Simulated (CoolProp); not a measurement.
Vapour-liquid equilibrium of ethylene (1) + ethane (2) at 1.37 bar; x and y are mole fractions of (1).

The numbers come from the multi-fluid Helmholtz-energy mixture model, Smukala 2000 and Bücker 2006; pair parameters Bell 2016 in CoolProp.

### Question
Give the bubble temperature and the first vapour's composition at x = 0.05, 0.15, 0.95. Is there an azeotrope?

### Answer
x = 0.05: 188.9 K, y = 0.115; x = 0.15: 186.4 K, y = 0.295; x = 0.95: 175.2 K, y = 0.976. No azeotrope shows between x = 0.05 and 0.95.

Pair parameters are fitted to limited data, so mixtures are less certain than the pure fluids.
